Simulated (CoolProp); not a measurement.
Ethanol at 560.14 K and 0.373 MPa flows at 0.23 m/s in a round tube of 10 mm bore and 1.5 µm roughness, fully developed (64/Re and Nu = 3.66 if laminar; Colebrook and Gnielinski if turbulent). Each further row changes one setting.

Computed with CoolProp (reference Helmholtz-energy equation of state, Schroeder 2014).

| case | Reynolds number | Darcy friction factor | pressure drop (Pa/m) | heat-transfer coefficient (W/(m² K)) | mass flow (kg/h) |
|---|---|---|---|---|---|
| as stated | … | … | … | 16.9 | 0.243 |
| velocity 0.46 m/s | 1040 | 0.0614 | 2.43 | 16.9 | 0.486 |
| diameter 20 mm | 1040 | 0.0614 | … | 8.46 | 0.971 |

Q: Fill in the missing entries.

A: 
- as stated, Reynolds number: 521
- as stated, Darcy friction factor: 0.123
- as stated, pressure drop (Pa/m): 1.21
- diameter 20 mm, pressure drop (Pa/m): 0.303

Viscosity comes from a separate model (Kiselev 2005). Thermal conductivity comes from a separate model (Assael 2013).
